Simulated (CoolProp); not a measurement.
The fluid at 388.86 K and 0.188 MPa is throttled through a valve to 0.118 MPa with no heat exchange. The same conditions are run with several fluids, on thermodynamics alone (safety and materials aside).

The numbers come from the reference Helmholtz-energy equation of state of each fluid (oxygen: Schmidt 1985; R141b: Lemmon 2006; R1233zd(E): Akasaka 2022; n-butane: Bücker 2006; ethanol: Schroeder 2014) in CoolProp.

| fluid | temperature change (K) | final density (kg/m³) |
|---|---|---|
| oxygen | -0.1 | ___ |
| R141b | ___ | 4.36 |
| R1233zd(E) | ___ | ___ |
| n-butane | ___ | 2.16 |
| ethanol | ___ | ___ |

Q: What belongs in the gaps?

A: 
- oxygen, final density (kg/m³): 1.17
- R141b, temperature change (K): -1.2
- R1233zd(E), temperature change (K): -1.0
- R1233zd(E), final density (kg/m³): 4.86
- n-butane, temperature change (K): -0.8
- ethanol, temperature change (K): -2.7
- ethanol, final density (kg/m³): 1.73

Above 300 K oxygen's equation is extrapolated.
